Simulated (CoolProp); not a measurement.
Saturation properties of carbon monoxide.

Model: reference Helmholtz-energy equation of state, Lemmon 2006, in CoolProp. It is a short technical equation, of lower accuracy than the large ones.

```tsv
T (K)	p (MPa)	liquid density (kg/m³)	vapour density (kg/m³)	liquid cp (kJ/(kg K))	surface tension (mN/m)
90.2	0.2429	(withheld)	9.828	2.190	7.72
93.7	(withheld)	737.6	13.14	2.222	6.99
97.1	0.4364	720.5	17.12	2.262	6.30
100.6	0.5689	702.2	22.14	2.316	5.60
104	(withheld)	683.4	28.07	2.384	4.93
107.5	0.9120	662.9	35.48	2.475	4.25
110.9	1.127	641.6	44.23	2.593	3.60
114.4	1.383	617.9	55.24	2.758	(withheld)
117.8	1.670	592.6	68.46	2.990	2.33
121.3	(withheld)	563.2	85.69	3.363	1.72
124.8	2.392	528.7	108.5	4.043	1.14
128.2	2.817	486.3	140.1	5.652	0.607
```

**Question.** Fill in the missing entries.

**Answer.** 
- 90.2, liquid density (kg/m³): 754.4
- 93.7, p (MPa): 0.3307
- 104, p (MPa): 0.7235
- 114.4, surface tension (mN/m): 2.95
- 121.3, p (MPa): 2.007

It boils at 81.6 K under 1 atm.

Surface tension comes from a separate correlation (Mulero 2012).
